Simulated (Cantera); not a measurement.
A closed system holds: 1 mol SiH2Cl2, 210 mol H2, held at 85.0 mbar.

Cantera equilibrium calculation (NASA polynomials, part measured and part estimated; ideal gas, pure solids and liquids). Candidate condensed phases: Si; 19 gas species. The tables' values for SiCl are old estimates; treat these amounts as uncertain. Gases not in the tables: Si2H6 and higher silanes. The numbers say what is thermodynamically allowed, not how fast it happens. All values below are at 2448 K.

Base state: H2 0.921, H 0.0655, HCl 0.00857, Si 0.00404, Cl 0.000433, SiH 0.000324, SiH2 8.38e-5, SiCl 5.34e-5 (mole fractions); condensed: gas only.

Question: What changes in the equilibrium state with this change: H2 from 210 to 7.7 mol?

Answer: 
```csv
species,before,after
H2,0.921,0.738
HCl,0.00857,0.118
H,0.0655,0.0587
Si,0.00404,0.0375
SiCl2,1.32e-5,0.0290
SiCl3,2.21e-9,7.45e-5
Si3,2.04e-7,0.000163
SiCl,5.34e-5,0.00762
"Si(l), mol",0,0.161
```
The tables' values for SiCl, SiCl3 are old estimates; treat these amounts as uncertain.
